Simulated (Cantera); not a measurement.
A closed system holds: 1 mol CH3Cl, 0.59 mol HCl, 5.7 mol H2, equilibrated at 1852 °C and 0.230 bar.

Cantera equilibrium calculation (NASA polynomials, part measured and part estimated; ideal gas, pure solids and liquids). Candidate condensed phases: C, C6H6, C7H8, C8H18; 91 gas species. The numbers say what is thermodynamically allowed, not how fast it happens.

Base state: H2 0.801, HCl 0.190, H 0.00678, C2H2 (acetylene) 0.00134, Cl 0.00118, CH4 4.59e-5 (mole fractions); condensed: C(graphite).

### Question
What changes in the equilibrium state with this change: temperature from 1852 °C to 1600 °C?

### Answer
```
species            before     after
----------------  -------  --------
H2                  0.801     0.807
HCl                 0.190     0.191
H                 0.00678   0.00121
Cl                0.00118  0.000218
C2H2 (acetylene)  0.00134  0.000252
CH4               4.59e-5   9.12e-5
C(graphite), mol    0.977     0.995
```
